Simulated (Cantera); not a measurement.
Silicon nitride deposition: SiF4 + N2

Charge: 1 mol SiF4, 68 mol N2, held at 1575 °C and 3.75 Torr.

Method: chemical equilibrium by Gibbs-energy minimisation in Cantera with the NASA 1993 tables (ideal gas, pure condensed phases). Candidate condensed phases: Si, Si3N4; 16 gas species. The tables' values for SiF3 are old estimates; treat these amounts as uncertain. Kinetics and transport are ignored.

The x(N2) comes out as 0.985. The x(SiF4) is 0.0144, the x(F) is 6.67e-5 and the x(SiF3) is 6.65e-5. The gas amount is 69.00 mol. The log10 activity of Si(l) (absent) is -12.29.
